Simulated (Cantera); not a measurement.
**Thermodynamics of titanium nitride, carbide and oxide coatings, feed Ti(OiPr)₄ + H₂O**

A closed system holds: 1 mol Ti(OiPr)₄, 3 mol H₂O, equilibrated at 225 Torr.

Equilibrium computed with Cantera from the NASA thermochemical tables; the gas is ideal and each condensed phase is pure. Candidate condensed phases: C, C₆H₆, C₇H₈, C₈H₁₈, H₂O, Ti, TiC, TiO, TiO₂, Ti₂O₃, Ti₃O₅, Ti₄O₇; 113 gas species. The feed counts by its element totals alone. Mutual solubility and eutectic melting of coexisting phases are not modelled. TiC: taken at fixed stoichiometry. Condensed phases not in the tables: Magnéli phases beyond Ti₄O₇. Equilibrium is a limit: real reactors are often held back by kinetics, nucleation or transport.

At 1073 K the condensed part is C(graphite) + TiO₂(rutile). At 1223 K the condensed part is C(graphite) + TiO₂(rutile) + Ti₄O₇(s). At 1373 K the condensed part is C(graphite) + Ti₃O₅(s). From 1523 K to 2123 K the condensed part is C(graphite) + TiC(s).

```tsv
T (K)	x H₂	x CO	x CH₄	x H₂O	n C(graphite)	n TiO₂(rutile)	n Ti₄O₇(s)	n Ti₃O₅(s)	n TiC(s)
1073	0.763	0.220	0.00802	0.00656	7.01	1.00	0	0	0
1223	0.769	0.227	0.00237	0.00105	6.97	0.960	0.00991	0	0
1373	0.760	0.239	0.000873	0.000255	6.65	0	0	0.333	0
1523	0.708	0.292	0.000346	9.03e-5	3.99	0	0	0	1.00
1673	0.708	0.292	0.000183	3.48e-5	3.99	0	0	0	1.00
1823	0.707	0.292	0.000107	1.58e-5	3.99	0	0	0	1.00
1973	0.706	0.291	6.83e-5	8.07e-6	3.98	0	0	0	1.00
2123	0.702	0.291	4.62e-5	4.54e-6	3.94	0	0	0	1.000
```
x: gas mole fraction; n: condensed amount in mol.
